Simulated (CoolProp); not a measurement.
Saturation properties of R1233zd(E) (Tc = 438.9 K, pc = 3583 kPa, ω = 0.304).

Computed with CoolProp (reference Helmholtz-energy equation of state, Akasaka 2022).

```csv
T (K),p (kPa),enthalpy of vaporisation (kJ/kg),vapour Z
333.1,390.9,171.6,0.8914
336.6,430.3,169.5,0.8837
340.2,473.8,167.2,0.8755
343.7,519.3,164.9,0.8671
347.2,568.0,162.5,0.8584
350.7,620.0,160.1,0.8493
354.2,675.6,157.6,0.8398
357.7,734.8,155.1,0.8299
361.2,797.9,?,?
364.7,864.9,149.7,0.8088
368.2,936.1,?,0.7976
371.7,1012,144.0,0.7860
375.2,1091,141.0,0.7738
378.7,1176,137.8,0.7611
```

Task: Fill in the missing entries.

Result: 
- 361.2, enthalpy of vaporisation (kJ/kg): 152.4
- 361.2, vapour Z: 0.8196
- 368.2, enthalpy of vaporisation (kJ/kg): 146.9

It boils at 291.3 K under 1 atm.
